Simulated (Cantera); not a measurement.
A closed system holds: 1 mol Fe3O4, 0.88 mol CH4, 4.4 mol H2.

Equilibrium computed with Cantera from the NASA thermochemical tables; the gas is ideal and each condensed phase is pure. Candidate condensed phases: C, C6H6, C7H8, C8H18, Fe, Fe(CO)5, FeO, Fe(OH)2, Fe(OH)3, Fe2O3, Fe3O4, H2O; 114 gas species. Each liquid is taken as pure. Mutual solubility and eutectic melting of coexisting phases are not modelled. The tables' stoichiometric FeO is somewhat more stable than real wüstite, so its field is too wide. FeO: taken at fixed stoichiometry. Equilibrium is a limit: real reactors are often held back by kinetics, nucleation or transport.

Q: What condenses at these points (T in K, P in Pa): (2148, 10000); (1948, 32); (2448, 10000); (2148, 32); (2148, 32000); (2448, 3200)?

A: 
| T (K) | P in Pa | condensed phases | Fe condensed (%) |
|---|---|---|---|
| 2148 | 10000 | Fe + FeO | 95.8 |
| 1948 | 32 | gas only | 0.0 |
| 2448 | 10000 | FeO | 33.5 |
| 2148 | 32 | gas only | 0.0 |
| 2148 | 32000 | Fe + FeO | 98.7 |
| 2448 | 3200 | gas only | 0.0 |
